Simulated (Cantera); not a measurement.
A closed system holds: 1 mol Cr2O3, 4 mol H2, 4.6 mol H2O, equilibrated at 1073.15 K and 0.0140 bar.

These are equilibrium values from Cantera (NASA tables, ideal gas, pure condensed phases), not measurements of a reactor. Candidate condensed phases: Cr, Cr2O3, H2O; 13 gas species. Equilibrium is a limit: real reactors are often held back by kinetics, nucleation or transport.

Base state: H2O 0.535, H2 0.465 (mole fractions); condensed: Cr2O3(s).

Task: What changes in the equilibrium state with this change: Cr2O3 replaced by FeS?

Result: 
```csv
species,before,after
H2O,0.535,0.530
H2,0.465,0.465
H2S,0,0.00473
"Cr2O3(s), mol",1.00,0
"FeO(s), mol",0,0.0407
"FeS(s), mol",0,0.959
```
Mutual solubility and eutectic melting of coexisting phases are not modelled. The tables' stoichiometric FeO is somewhat more stable than real wüstite, so its field is too wide. FeO, FeS: taken at fixed stoichiometry. Further candidate phases: Fe, FeO, Fe(OH)2, Fe(OH)3, FeS, FeSO4, FeS2, Fe2O3, Fe2(SO4)3, Fe3O4, H2SO4, S.
